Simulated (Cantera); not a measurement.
A perfectly stirred reactor is fed with CH4 : C2H6 : O2 : N2 = 1 : 0.039 : 4.97 : 18.7 (molar parts), at 1800000 Pa; it is adiabatic with a 650 K inlet, and is followed from long to short residence time, starting on the burning branch (τ in s: 0.032, 0.015, 0.0067, 0.0031, 0.0014, 0.00066, 0.0003, 0.00014, 6.5e-05).

Detailed kinetics in Cantera: GRI-Mech 3.0 (53 species, 325 reactions). The pressure lies above the range GRI-Mech 3.0 was tuned for (to about 10 atm).

One state of this run: T (K) = 1614; x CH4 = 0.000156; x C2H6 = 1.96e-6; x O2 = 0.116; x CH2O = 1.74e-5; x CH2 = 2.58e-8; x OH = 0.000131. x: mole fraction; the columns are a selection and need not sum to one.

Task: Which value of τ (s) does it belong to?
(A) 0.00030
(B) 0.00014
(C) 0.0031
(D) 0.0014

Result: C, 0.0031
